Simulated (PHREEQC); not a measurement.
Solution (25 °C): 0.026 mol/kgw SrCl2 and 6.6e-05 mol/kgw CO2. Closed to the air; pH follows from the charge balance.

The numbers come from PHREEQC with the ion-association model, phreeqc.dat.

### Question
The ionic strength comes out as 0.0780 mol/kgw. What activity coefficients do Cl-, Sr+2, HCO3-, H+ get?

### Answer
Cl- 0.78, Sr+2 0.42, HCO3- 0.80, H+ 0.84.

No solid was allowed to form. Species that the database lacks are ignored.
